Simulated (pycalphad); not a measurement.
# Effect of B content in Ti-B

Computed with pycalphad from the COST 507 light-alloy database (1999), at 1 atm. The database dates from 1999; later assessments differ in places, in temperatures and in the compounds included. Phase fractions are per mole of atoms.

| alloy | liquidus (K) | first solid | solidus (K) | phases at 1250 K |
|---|---|---|---|---|
| Ti-2.32B (at.%) | 1892 | BCC_A2 | 1814 | BCC_A2 0.96, BM 0.04 |
| Ti-3.48B (at.%) | (withheld) | BCC_A2 | 1814 | (withheld) |
| Ti-4.64B (at.%) | 1849 | BCC_A2 | 1814 | BCC_A2 0.91, BM 0.09 |
| Ti-6.96B (at.%) | 1816 | BM | 1814 | BCC_A2 0.86, BM 0.14 |
| Ti-9.28B (at.%) | 1865 | BM | 1814 | BCC_A2 0.82, BM 0.18 |
| Ti-13.92B (at.%) | 1930 | BM | 1814 | BCC_A2 0.72, BM 0.28 |

Q: Complete the blanks.

A: 
- Ti-3.48B (at.%), liquidus (K): 1870
- Ti-3.48B (at.%), phases at 1250 K: BCC_A2 0.93, BM 0.07

Database names, with the compositions (at.%) that they take in these runs: BM: Ti 50 B 50. BCC_A2 is bcc.
